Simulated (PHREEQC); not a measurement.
## Brine: an equilibrium model

Dissolve 4.7 mol/kgw NaBr, 0.0045 mol/kgw Na2B4O7 and 0.73 mol/kgw NaCl at 25 °C. Closed to the air; pH follows from the charge balance.

Equilibrium calculation in PHREEQC: Pitzer model, pitzer.dat.

Precipitation was switched off in this run.

Question: Predict the pH, osmotic coefficient, density.

Answer: pH 8.97; osmotic coefficient 1.321; density 1.332 g/cm³.

Question: In which forms is B present?

Answer: B(OH)3 49 %, B(OH)4- 49 %, B4O5(OH)4-2 1.1 %, B3O3(OH)4- 0.7 % of the B.

In brines, pH and single-ion activities rest on the MacInnes convention.
